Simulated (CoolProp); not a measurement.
100 sccm (0 °C, 1 atm) of nitrogen bubbles through liquid hexamethyldisiloxane (MM) at 285.7 K and leaves saturated at a total pressure of 0.0837 MPa (ideal gas phase). Each further row changes one setting.

Computed with CoolProp (reference Helmholtz-energy equation of state, Thol 2016).

```csv
case,vapour pressure (kPa),mole fraction of vapour,delivery (mg/min),delivery (sccm),change of delivery for a bath 1 K warmer (%)
as stated,2.87,___,25.7,3.54,___
bath temperature 290.7 K,___,___,___,___,5.8
total pressure 0.167 MPa,2.87,0.0172,12.6,___,5.9
```

### Question
Fill in the missing entries.

### Answer

- as stated, mole fraction of vapour: 0.0342
- as stated, change of delivery for a bath 1 K warmer (%): 6.0
- bath temperature 290.7 K, vapour pressure (kPa): 3.78
- bath temperature 290.7 K, mole fraction of vapour: 0.0451
- bath temperature 290.7 K, delivery (mg/min): 34.2
- bath temperature 290.7 K, delivery (sccm): 4.72
- total pressure 0.167 MPa, delivery (sccm): 1.75
